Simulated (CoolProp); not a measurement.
Properties of isohexane along the isotherm 535.3 K (Tc = 497.7 K, pc = 3.043 MPa, ω = 0.280).

Model: reference Helmholtz-energy equation of state, Lemmon 2006, in CoolProp. It is a short technical equation, of lower accuracy than the large ones.

| p (MPa) | phase | density (kg/m³) | cp (kJ/(kg K)) | Joule-Thomson coefficient (K/MPa) |
|---|---|---|---|---|
| 2.34 | gas | 59.94 | 3.008 | 8.671 |
| 4.68 | supercritical | 226.9 | 5.070 | 9.483 |
| 7.02 | supercritical | 353.3 | 3.705 | 1.977 |
| 9.36 | supercritical | 393.4 | 3.439 | 0.9191 |
| 11.7 | supercritical | 417.7 | 3.329 | 0.5209 |
| 14 | supercritical | 435.2 | (withheld) | 0.3119 |
| 16.4 | supercritical | 449.6 | 3.225 | 0.1757 |
| 18.7 | supercritical | 461.1 | (withheld) | 0.08622 |
| 21.1 | supercritical | 471.4 | 3.173 | 0.01796 |
| 23.4 | supercritical | 480.1 | 3.155 | -0.03198 |
| 25.7 | supercritical | 487.8 | (withheld) | -0.07157 |
| 28.1 | supercritical | 495.2 | 3.129 | -0.1050 |
| 30.4 | supercritical | (withheld) | 3.119 | -0.1315 |

### Question
What belongs in the gaps?

### Answer

- 14, cp (kJ/(kg K)): 3.267
- 18.7, cp (kJ/(kg K)): 3.196
- 25.7, cp (kJ/(kg K)): 3.141
- 30.4, density (kg/m³): 501.7

The peak of cp marks the crossing from liquid-like to gas-like fluid above the critical point.
